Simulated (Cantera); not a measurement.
Feed: 1 mol C₂H₅OH, 0.082 mol O₂, 34 mol H₂, held at 698 K and 350000 Pa.

These are equilibrium values from Cantera (NASA tables, ideal gas, pure condensed phases), not measurements of a reactor. Candidate condensed phases: C, C₆H₆, C₇H₈, C₈H₁₈, H₂O; 110 gas species. The numbers say what is thermodynamically allowed, not how fast it happens.

Base state: H₂ 0.910, CH₄ 0.0571, H₂O 0.0333 (mole fractions); condensed: gas only.

**Question.** What changes in the equilibrium state with this change: C₂H₅OH replaced by toluene?

**Answer.** 
```json
[
 {"species": "H₂", "before": "0.910", "after": "0.769"},
 {"species": "CH₄", "before": "0.0571", "after": "0.226"},
 {"species": "H₂O", "before": "0.0333", "after": "0.00529"}
]
```
